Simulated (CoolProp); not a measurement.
A simple Rankine cycle with tetrahydrofuran: condensing at 308.15 K, boiler at 0.247 MPa, turbine inlet 384.5 K, turbine efficiency 0.7, pump efficiency 0.8, no recuperator. Each further row changes one setting.

Values from CoolProp's reference Helmholtz-energy equation of state, Fiedler 2023.

```tsv
case	thermal efficiency (%)	net work (kJ/kg)	heat in (kJ/kg)	turbine exit temperature (K)	volume ratio over the turbine
as stated	10.4	55.3	530	338.4	6.86
turbine inlet 404.5 K	10.5	58.8	559	359.1	6.88
condensing temperature 300.15 K	11.7	63.7	543	331.3	9.41
boiler pressure 0.173 MPa	8.8	46.7	532	347.0	4.85
turbine efficiency 0.6	8.9	47.4	530	344.8	6.99
```
